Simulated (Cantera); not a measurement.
Cantera run:

```python
import numpy as np
import cantera as ct

gas_names = """
    C CO CO2 C2 C2O C3 C3O2 C4 C5 Mg MgO Mg2 O O2 O3
""".split()
cond_names = """
    C(gr) Mg(cr) Mg(L) MgCO3(s) MgO(s) MgO(L)
""".split()


# ... load() reads the species with a 1 bar reference pressure and builds the phases ...
atoms = {
    'MgO': {'Mg': 1, 'O': 1},
    'C': {'C': 1},
    'CO': {'C': 1, 'O': 1},
}
top_T = {'C(gr)': 4500}  # K; cautious upper limits of use, not melting points


# ... equilibrate(T, P, feed) seeds the gas with the atoms and calls Mixture.equilibrate('TP', solver="vcs", rtol=1e-11, max_steps=5000) ...
results = []
feed = {'MgO': 1, 'C': 1.1, 'CO': 0.078}  # mol
T = 1925  # K
for P in [10, 100, 1000, 10000, 100000, 1000000]:
    mix = equilibrate(T, P, feed)
    results.append((T, P, feed, dict(zip(mix.species_names, mix.species_moles))))

top = {s: max(r[3][s] / sum(r[3][g] for g in gas_names) for r in results) for s in gas_names}
cols = sorted((s for s in top if top[s] > 1e-05), key=lambda s: -top[s])[:9]
seen = [c for c in cond_names if any(r[3].get(c, 0) > 1e-12 for r in results)]
print("log10 of partial pressures in bar; condensed amounts in mol")
print(f"{'P/Pa':>10s}" + "".join(f"{s[:9]:>10s}" for s in cols + seen))
for T, P, feed, n in results:
    ng = sum(n[g] for g in gas_names)
    print(f"{P:10.4g}" + "".join(f"{np.log10(max(n[s] / ng * P / 1e5, 1e-99)):10.3f}" for s in cols)
          + "".join(f"{n.get(c, 0):10.4g}" for c in seen))
```

Result:

```
log10 of partial pressures in bar; condensed amounts in mol
      P/Pa        CO        Mg       CO2     C(gr)    MgO(s)
        10    -4.285    -4.318   -13.000       0.1         0
       100    -3.285    -3.318   -11.000       0.1         0
      1000    -2.285    -2.318    -9.000       0.1         0
     1e+04    -1.285    -1.318    -7.000       0.1         0
     1e+05    -0.014    -1.492    -4.458     1.097    0.9973
     1e+06     1.000    -2.506    -2.431       1.1         1
```

Cantera equilibrium calculation (NASA polynomials, part measured and part estimated; ideal gas, pure solids and liquids).
